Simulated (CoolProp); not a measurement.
Aqueous propylene glycol as a coolant, at 5 °C, 1 atm.

The numbers come from the Melinder's fits for secondary coolants in CoolProp.

| mass % | freezing point (°C) | viscosity (mPa s) | density (kg/m³) | Prandtl number | conductivity (W/(m K)) |
|---|---|---|---|---|---|
| 2.5 | -0.5 | 1.70 | 1002 | 12.7 | 0.559 |
| 7.9 | -2.1 | 2.11 | 1007 | 16.2 | 0.533 |
| 13.4 | -4.2 | 2.63 | 1012 | 20.9 | 0.507 |
| 18.8 | -6.6 | 3.31 | 1018 | 27.2 | 0.482 |
| 24.2 | -9.3 | 4.23 | 1024 | 36.0 | 0.458 |
| 29.6 | -12.5 | 5.46 | 1029 | 48.1 | 0.434 |
| 35 | -16.3 | 7.08 | 1035 | 64.4 | 0.411 |
| 40.4 | -20.9 | 9.15 | 1040 | 85.8 | 0.389 |
| 45.8 | -26.7 | 11.7 | 1045 | 113 | 0.368 |
| 51.2 | -34.0 | 14.8 | 1049 | 147 | 0.348 |
